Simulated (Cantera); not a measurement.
Input: 1 mol B, a varied amount of O2, 7.2 mol H2, held at 10.0 mbar.

These are equilibrium values from Cantera (NASA tables, ideal gas, pure condensed phases), not measurements of a reactor. Candidate condensed phases: B, B2O3, B3O3H3, H2O; 23 gas species. Mutual solubility and eutectic melting of coexisting phases are not modelled. Rates play no part.

Q: What condenses at these points (T in K, n(O2) in mol): (1723, 2.2); (1623, 2.2); (1123, 1); (1523, 0.14); (1123, 0.093); (1023, 0.21); (1023, 0.45)?

A: 
```json
[
 {"T (K)": "1723", "n(O2) in mol": "2.2", "condensed phases": "gas only", "B condensed (%)": "0.0"},
 {"T (K)": "1623", "n(O2) in mol": "2.2", "condensed phases": "gas only", "B condensed (%)": "0.0"},
 {"T (K)": "1123", "n(O2) in mol": "1", "condensed phases": "B2O3", "B condensed (%)": "99.5"},
 {"T (K)": "1523", "n(O2) in mol": "0.14", "condensed phases": "B", "B condensed (%)": "72.7"},
 {"T (K)": "1123", "n(O2) in mol": "0.093", "condensed phases": "B + B2O3", "B condensed (%)": "98.5"},
 {"T (K)": "1023", "n(O2) in mol": "0.21", "condensed phases": "B + B2O3", "B condensed (%)": "98.6"},
 {"T (K)": "1023", "n(O2) in mol": "0.45", "condensed phases": "B + B2O3", "B condensed (%)": "98.6"}
]
```
